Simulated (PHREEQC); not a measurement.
Solution (20 °C): 81 mmol/kgw Fe2(SO4)3 and 0.15 mmol/kgw NaHF2. Closed to the air; pH follows from the charge balance.

Computed with PHREEQC (ion-association model, phreeqc.dat).

No solid was allowed to form.

**Question.** Order these S species by the share of S that they hold, largest first: FeSO4+, FeHSO4+2, SO4-2, HSO4-, Fe(SO4)2-.

**Answer.** FeSO4+ (45 %), Fe(SO4)2- (29 %), SO4-2 (23 %), HSO4- (2.4 %), FeHSO4+2 (0.93 %)

**Question.** Order these Fe species by the share of Fe that they hold, largest first: Fe(SO4)2-, Fe2(OH)2+4, FeOH+2, FeSO4+, Fe+3.

**Answer.** FeSO4+ (67 %), Fe(SO4)2- (22 %), Fe2(OH)2+4 (3.2 %), Fe+3 (2.7 %), FeOH+2 (1.8 %)

The pH is 2.50 and the ionic strength 0.252 mol/kgw. Examples of supersaturated solids here: Hematite (slow to form), Goethite (slow to form). Others may be too. Fluoro complexes past AlF4- and FeF3 are missing from the database.
